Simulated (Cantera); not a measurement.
Input (Python, Cantera):

```python
import numpy as np
import cantera as ct

gas = ct.Solution("gri30.yaml")
gas.TPX = 950, 1000000, {'CH4': 1, 'H2': 0.55, 'O2': 2.77, 'N2': 10.4}
reactor = ct.IdealGasConstPressureReactor(gas, energy="on", clone=False)
net = ct.ReactorNet([reactor])
net.rtol, net.atol = 1e-08, 1e-16
show = ['CH4', 'H2', 'O2', 'CO2', 'HO2']
times = np.geomspace(4e-06, 0.5, 12)

steps = ct.SolutionArray(gas, extra=["t"])
rows = []
print(f"{'t/s':>10s}{'T/K':>9s}{'P/Pa':>11s}" + "".join(f"{s:>11s}" for s in show))
for t in times:
    while net.time < t:
        t_next = net.step()
        steps.append(gas.state, t=t_next)
    rows.append([np.interp(t, steps.t, y) for y in (steps.T, steps.P, *steps(*show).X.T)])
    print(f"{t:10.3e}{rows[-1][0]:9.1f}{rows[-1][1]:11.4g}" + "".join(f"{x:11.3e}" for x in rows[-1][2:]))
rate = np.gradient(steps.T, steps.t)
print("integrator steps:", len(steps.t))
if steps.T.max() > steps.T[0] + 200:
    print(f"time of steepest temperature rise: {steps.t[rate.argmax()]:.4e} s")
gas.TPX = 950, 1000000, {'CH4': 1, 'H2': 0.55, 'O2': 2.77, 'N2': 10.4}
gas.equilibrate("HP")
print(f"equilibrium (HP): T = {gas.T:.1f} K  " + "  ".join(f"{s} {gas[s].X[0]:.3e}" for s in show))
```

Output:

```
       t/s      T/K       P/Pa        CH4         H2         O2        CO2        HO2
 4.000e-06    950.0      1e+06  6.793e-02  3.736e-02  1.882e-01  7.558e-21  1.548e-10
 1.163e-05    950.0      1e+06  6.793e-02  3.736e-02  1.882e-01  7.848e-20  4.739e-10
 3.379e-05    950.0      1e+06  6.793e-02  3.736e-02  1.882e-01  7.935e-19  1.519e-09
 9.820e-05    950.0      1e+06  6.793e-02  3.736e-02  1.882e-01  5.774e-18  4.957e-09
 2.854e-04    950.0      1e+06  6.793e-02  3.736e-02  1.882e-01  2.856e-17  1.543e-08
 8.295e-04    950.0      1e+06  6.793e-02  3.736e-02  1.882e-01  1.747e-16  4.703e-08
 2.411e-03    950.0      1e+06  6.793e-02  3.736e-02  1.882e-01  3.274e-15  1.586e-07
 7.007e-03    950.0      1e+06  6.793e-02  3.736e-02  1.882e-01  3.888e-13  8.664e-07
 2.037e-02    950.6      1e+06  6.792e-02  3.730e-02  1.881e-01  7.767e-10  5.677e-06
 5.919e-02   2503.6      1e+06  4.295e-17  1.857e-03  3.114e-02  6.449e-02  7.994e-06
 1.720e-01   2502.9      1e+06  4.297e-17  1.857e-03  3.096e-02  6.449e-02  7.946e-06
 5.000e-01   2502.9      1e+06  4.297e-17  1.857e-03  3.096e-02  6.449e-02  7.946e-06
integrator steps: 2560
time of steepest temperature rise: 4.9410e-02 s
equilibrium (HP): T = 2502.9 K  CH4 5.825e-17  H2 1.857e-03  O2 3.096e-02  CO2 6.449e-02  HO2 7.946e-06
```

Model: GRI-Mech 3.0 (53 species, 325 reactions), integrated in Cantera. Below about 1000 K GRI-Mech 3.0 lacks low-temperature oxidation paths.
